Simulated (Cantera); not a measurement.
**Equilibrium for nitride etching: BN + Cl2 + HF**

Feed: 1 mol BN, 0.61 mol Cl2, 18 mol HF, held at 0.100 bar.

Equilibrium computed with Cantera from the NASA thermochemical tables; the gas is ideal and each condensed phase is pure. Candidate condensed phases: B, BN, NH4Cl; 40 gas species. The tables' values for BF2 are old estimates; treat these amounts as uncertain. Rates play no part.

| T (K) | x HF | x HCl | x BF3 | x H2 | x N2 | x H | x Cl | x BF2 |
|---|---|---|---|---|---|---|---|---|
| 848 | 0.806 | 0.0656 | 0.0537 | 0.0478 | 0.0269 | 1.32e-11 | 1.81e-11 | <1e-12 |
| 1048 | 0.806 | 0.0656 | 0.0537 | 0.0478 | 0.0269 | 5.34e-9 | 6.69e-9 | 2.16e-10 |
| 1248 | 0.806 | 0.0656 | 0.0537 | 0.0478 | 0.0269 | 3.23e-7 | 3.79e-7 | 3.13e-8 |
| 1448 | 0.806 | 0.0655 | 0.0537 | 0.0478 | 0.0269 | 6.37e-6 | 7.12e-6 | 1.13e-6 |
| 1648 | 0.806 | 0.0655 | 0.0537 | 0.0478 | 0.0269 | 6.16e-5 | 6.61e-5 | 1.67e-5 |
| 1848 | 0.806 | 0.0651 | 0.0536 | 0.0477 | 0.0269 | 0.000366 | 0.000380 | 0.000136 |
| 2048 | 0.805 | 0.0639 | 0.0529 | 0.0473 | 0.0268 | 0.00154 | 0.00154 | 0.000723 |
x: gas mole fraction; nothing condenses.

From 848 K to 2048 K nothing is condensed. The main B-bearing gas is BF3 throughout.
